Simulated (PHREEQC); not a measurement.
Dissolve 0.25 mol/kgw TMAH, 0.0019 mol/kgw K2SiO3 and 0.0066 mol/kgw (CH3)4NCl at 20 °C. Closed to the air; pH follows from the charge balance.

Equilibrium calculation in PHREEQC: ion-association model, phreeqc.dat.

No solid was allowed to form.

**Question.** What pH, activity of water does the model give?

**Answer.** pH 13.40; activity of water 0.991.

**Question.** In which forms is Si present?

**Answer.** H2SiO4-2 75 %, H3SiO4- 25 % of the Si.

Species that the database lacks are ignored. (CH3)4N+ isn't in the database: it is added as a free cation with an ion size of 4 Å.
